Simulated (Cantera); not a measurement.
Input (Python, Cantera):

```python
import numpy as np
import cantera as ct

gas = ct.Solution("gri30.yaml")


def delay(T, t_max=10):
    gas.TPX = T, 1500000, {'C3H8': 1, 'O2': 3.12, 'N2': 17.5}
    reactor = ct.IdealGasConstPressureReactor(gas, clone=False)
    net = ct.ReactorNet([reactor])
    net.rtol, net.atol = 1e-8, 1e-16
    while net.time < t_max:
        t_old, T_old = net.time, reactor.T
        net.step()
        if reactor.T > T + 400:  # ignition: a rise of 400 K
            return t_old + (T + 400 - T_old) / (reactor.T - T_old) * (net.time - t_old)
    return np.nan


taus = []
for T in [1075, 1175, 1275, 1375, 1475, 1575]:
    taus.append(delay(T))
    print(f"T0 = {T:6g} K   tau = {taus[-1]:.4e} s")
```

It prints:

```
T0 =   1075 K   tau = 1.6908e-02 s
T0 =   1175 K   tau = 2.7012e-03 s
T0 =   1275 K   tau = 4.7285e-04 s
T0 =   1375 K   tau = 1.0131e-04 s
T0 =   1475 K   tau = 2.8249e-05 s
T0 =   1575 K   tau = 1.0203e-05 s
```

Cantera simulation using GRI-Mech 3.0 (53 species, 325 reactions); the numbers are that mechanism's predictions, not measurements. GRI-Mech 3.0 was tuned for natural gas; its chemistry of propane as a main component is partial and can be far from experiment. The pressure lies above the range GRI-Mech 3.0 was tuned for (to about 10 atm).
